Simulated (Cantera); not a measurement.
A closed system holds: 1 mol Si(CH3)4, 0.012 mol CH4, 660 mol H2, 0.069 mol C2H2, at 975 K and 0.0870 bar.

Equilibrium computed with Cantera from the NASA thermochemical tables; the gas is ideal and each condensed phase is pure. Candidate condensed phases: C, C6H6, C7H8, C8H18, Si, SiC; 87 gas species. Kinetics and transport are ignored.

Task: What is the equilibrium state?

Result: 
```
Quantity                                   Result
--------------------------------------  ---------
x(H2)                                       0.995
x(CH4)                                    0.00475
n(SiC(s))                                1.00 mol
gas amount                              662.9 mol
log10 activity of C(graphite) (absent)      -0.36
log10 activity of Si(s) (absent)            -3.15
```
